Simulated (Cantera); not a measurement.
An isothermal, constant-pressure homogeneous reactor starts with N₂O : H₂O = 1 : 0.077 (molar parts), at 1200 K and 1.00 bar.

Cantera simulation using GRI-Mech 3.0 (53 species, 325 reactions); the numbers are that mechanism's predictions, not measurements. GRI-Mech 3.0 was tuned for natural gas; its chemistry of N2O as a main component is partial and can be far from experiment. The mechanism lacks the step 2 NO + O2 → 2 NO2, which can matter for NO2 below about 1400 K. The temperature is held fixed by assumption; the heat of reaction is taken as removed at once.

x: mole fraction; the columns are a selection and need not sum to one.

```tsv
t (s)	x N₂O	x H₂O	x NO₂	x OH	x O₂	x HO₂	x H
2.00e-6	0.929	0.0715	<1e-12	1.53e-8	9.03e-8	2.86e-11	<1e-12
5.97e-6	0.928	0.0715	<1e-12	1.11e-7	6.58e-7	6.48e-10	9.62e-12
1.78e-5	0.928	0.0715	8.19e-12	6.04e-7	3.64e-6	1.17e-8	9.81e-11
5.32e-5	0.928	0.0715	2.62e-10	2.24e-6	1.41e-5	1.47e-7	4.13e-10
0.000159	0.928	0.0715	…	…	…	…	…
0.000474	0.928	0.0715	6.90e-7	1.16e-5	0.000143	5.44e-6	2.72e-9
0.00141	0.927	0.0714	9.74e-6	1.44e-5	0.000448	6.49e-6	3.35e-9
0.00422	0.924	0.0714	5.69e-5	1.71e-5	0.00136	5.01e-6	3.54e-9
0.0126	0.915	0.0712	0.000207	1.96e-5	0.00405	3.71e-6	3.32e-9
0.0376	0.890	0.0705	0.000473	2.24e-5	0.0119	2.37e-6	2.85e-9
0.112	0.820	0.0689	0.000729	2.49e-5	0.0335	1.22e-6	2.48e-9
0.335	0.656	0.0649	0.000859	2.52e-5	0.0851	5.25e-7	2.12e-9
1.00	…	…	0.000833	…	…	…	…
```

Problem. Some entries are withheld; supply them.

Solution. 
- 0.000159, x NO₂: 1.52e-8
- 0.000159, x OH: 6.21e-6
- 0.000159, x O₂: 4.58e-5
- 0.000159, x HO₂: 1.26e-6
- 0.000159, x H: 1.26e-9
- 1.00, x N₂O: 0.376
- 1.00, x H₂O: 0.0580
- 1.00, x OH: 2.18e-5
- 1.00, x O₂: 0.174
- 1.00, x HO₂: 2.07e-7
- 1.00, x H: 1.54e-9
